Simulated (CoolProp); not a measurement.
Vapour-liquid equilibrium of ammonia (1) + benzene (2) at 0.61 MPa; x and y are mole fractions of (1).

Model: multi-fluid Helmholtz-energy mixture model, Gao 2020 and Thol 2012; pair parameters Bell 2016, in CoolProp.

| x | bubble temperature (°C) | y at the bubble point | dew temperature at overall composition x (°C) | liquid density (mol/L) |
|---|---|---|---|---|
| 0.05 | 99.0 | 0.701 | ? | 10.50 |
| 0.125 | 54.6 | 0.927 | 145.2 | 11.85 |
| 0.2 | 35.4 | 0.967 | 140.6 | 12.93 |
| 0.275 | 26.1 | 0.979 | 135.8 | 13.97 |
| 0.35 | ? | 0.984 | 130.8 | 15.06 |
| 0.425 | 18.7 | 0.986 | 125.3 | 16.25 |
| 0.5 | 17.4 | 0.987 | 119.3 | 17.58 |
| 0.575 | 16.7 | 0.988 | ? | 19.11 |
| 0.65 | 16.0 | 0.988 | 105.0 | 20.91 |
| 0.725 | 15.3 | 0.989 | ? | 23.06 |
| 0.8 | 14.3 | 0.991 | 85.0 | 25.69 |
| 0.875 | 12.9 | ? | 70.0 | 28.97 |
| 0.95 | 11.2 | 0.997 | 45.1 | 33.19 |

Task: Fill in the missing entries.

Result: 
- 0.05, dew temperature at overall composition x (°C): 149.5
- 0.35, bubble temperature (°C): 21.2
- 0.575, dew temperature at overall composition x (°C): 112.6
- 0.725, dew temperature at overall composition x (°C): 96.0
- 0.875, y at the bubble point: 0.993

No azeotrope shows between x = 0.05 and 0.95.

The pair parameters rest on a limited set of measurements; away from them the model extrapolates. With so large a gap from Raoult's law the liquid may split in two, which this calculation doesn't test in full.
